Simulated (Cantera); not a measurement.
What does this Cantera script print?

```python
import numpy as np
import cantera as ct

gas = ct.Solution("gri30.yaml")
gas.TP = 300, 101325
flame = ct.CounterflowDiffusionFlame(gas, width=0.02)
flame.fuel_inlet.X, flame.fuel_inlet.T = {'CH4': 1, 'C2H6': 0.77, 'C3H8': 1.1}, 400
flame.oxidizer_inlet.X, flame.oxidizer_inlet.T = {'O2': 0.2, 'N2': 0.8}, 548
flame.set_refine_criteria(ratio=3, slope=0.12, curve=0.24, prune=0.03)
show = ['OH', 'H', 'NO', 'CO', 'C2H2']

rows = []
print(f"{'mdot':>8s}{'a_max':>10s}{'a_mean':>10s}{'Tmax/K':>9s}" + "".join(f"{s:>11s}" for s in show) + "   (peak mole fractions)")
for i, mdot in enumerate([0.25, 0.33, 0.44, 0.58, 0.76, 1, 1.3, 1.7, 2.3, 3]):  # kg/m2/s on the oxidiser side
    flame.oxidizer_inlet.mdot, flame.fuel_inlet.mdot = mdot, 1.4 * mdot
    flame.solve(loglevel=0, auto=(i == 0))
    if flame.T.max() < max(400, 548) + 100:
        print(f"{mdot:8.3g}  no burning solution found from the previous one")
        break
    dT = np.abs(np.gradient(flame.T, flame.grid))
    rows.append([flame.strain_rate("max"), flame.strain_rate("mean"), flame.T.max(),
                 *(flame.X[gas.species_index(s)].max() for s in show), max(dT[0], dT[-1]) / dT.max()])
    print(f"{mdot:8.3g}{rows[-1][0]:10.1f}{rows[-1][1]:10.1f}{rows[-1][2]:9.1f}" + "".join(f"{x:11.3e}" for x in rows[-1][3:-1]))
```

Output:

```
    mdot     a_max    a_mean   Tmax/K         OH          H         NO         CO       C2H2   (peak mole fractions)
    0.25     223.2      38.3   2073.2  7.378e-03  4.240e-03  2.578e-04  5.782e-02  3.287e-02
    0.33     287.9      50.6   2056.4  7.341e-03  4.458e-03  2.411e-04  5.761e-02  3.143e-02
    0.44     375.1      67.4   2040.0  7.298e-03  4.687e-03  2.231e-04  5.756e-02  2.999e-02
    0.58     484.2      88.9   2024.6  7.240e-03  4.904e-03  2.045e-04  5.761e-02  2.857e-02
    0.76     621.8     116.5   2009.0  7.155e-03  5.100e-03  1.845e-04  5.776e-02  2.709e-02
       1     800.2     153.2   1991.3  7.009e-03  5.266e-03  1.624e-04  5.803e-02  2.549e-02
     1.3    1018.5     199.2   1972.3  6.812e-03  5.381e-03  1.398e-04  5.848e-02  2.377e-02
     1.7    1301.5     260.5   1950.5  6.535e-03  5.441e-03  1.154e-04  5.919e-02  2.180e-02
     2.3    1714.7     352.4   1921.1  6.108e-03  5.390e-03  8.689e-05  6.032e-02  1.918e-02
       3    2183.9     459.7   1889.2  5.598e-03  5.193e-03  6.203e-05  6.172e-02  1.646e-02
```

Cantera simulation using GRI-Mech 3.0 (53 species, 325 reactions); the numbers are that mechanism's predictions, not measurements. GRI-Mech 3.0 was tuned for natural gas; its chemistry of propane as a main component is partial and can be far from experiment. GRI-Mech 3.0 has no aromatics or soot, which form on the fuel side of real flames. The maximum strain rate includes the flame's own expansion and is several times the mean.
